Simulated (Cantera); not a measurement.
## Thermodynamics of aluminium nitride and oxide growth, feed Al(CH₃)₃ + H₂O + N₂

Charge: 1 mol Al(CH₃)₃, 0.85 mol H₂O, 78 mol N₂, at 0.000790 bar.

Method: chemical equilibrium by Gibbs-energy minimisation in Cantera with the NASA 1993 tables (ideal gas, pure condensed phases). Candidate condensed phases: Al, AlN, Al₂O₃, C, C₆H₆, C₇H₈, C₈H₁₈, H₂O; 148 gas species. The feed counts by its element totals alone. Mutual solubility and eutectic melting of coexisting phases are not modelled. Condensed phases not in the tables: aluminium oxynitride. Rates play no part.

From 998 K to 1148 K the condensed part is AlN(s) + Al₂O₃(s) + C(graphite). From 1223 K to 1748 K the condensed part is AlN(s) + C(graphite). From 1823 K to 1898 K the condensed part is C(graphite).

| T (K) | x N₂ | x H₂ | x Al | x CO | x H | x HCN | n AlN(s) | n Al₂O₃(s) | n C(graphite) |
|---|---|---|---|---|---|---|---|---|---|
| 998 | 0.936 | 0.0643 | <1e-12 | 0.000148 | 1.94e-8 | 1.23e-6 | 0.442 | 0.279 | 2.99 |
| 1073 | 0.935 | 0.0643 | <1e-12 | 0.00105 | 1.26e-7 | 3.78e-6 | 0.492 | 0.254 | 2.91 |
| 1148 | 0.930 | 0.0641 | <1e-12 | 0.00572 | 6.45e-7 | 9.96e-6 | 0.752 | 0.124 | 2.52 |
| 1223 | 0.926 | 0.0639 | 2.65e-11 | 0.0102 | 2.70e-6 | 2.33e-5 | 1.00 | 0 | 2.15 |
| 1298 | 0.926 | 0.0639 | 1.01e-9 | 0.0102 | 9.64e-6 | 4.94e-5 | 1.00 | 0 | 2.15 |
| 1373 | 0.926 | 0.0639 | 2.55e-8 | 0.0102 | 2.99e-5 | 9.65e-5 | 1.000 | 0 | 2.14 |
| 1448 | 0.926 | 0.0638 | 4.62e-7 | 0.0102 | 8.28e-5 | 0.000176 | 1.000 | 0 | 2.14 |
| 1523 | 0.926 | 0.0637 | 6.26e-6 | 0.0102 | 0.000207 | 0.000301 | 0.999 | 0 | 2.12 |
| 1598 | 0.925 | 0.0634 | 6.62e-5 | 0.0102 | 0.000477 | 0.000490 | 0.994 | 0 | 2.11 |
| 1673 | 0.925 | 0.0629 | 0.000565 | 0.0101 | 0.00102 | 0.000760 | 0.952 | 0 | 2.08 |
| 1748 | 0.921 | 0.0619 | 0.00400 | 0.0101 | 0.00202 | 0.00113 | 0.661 | 0 | 2.05 |
| 1823 | 0.913 | 0.0599 | 0.0117 | 0.00996 | 0.00377 | 0.00160 | 0 | 0 | 2.01 |
| 1898 | 0.911 | 0.0580 | 0.0117 | 0.00994 | 0.00670 | 0.00222 | 0 | 0 | 1.95 |
x: gas mole fraction; n: condensed amount in mol.
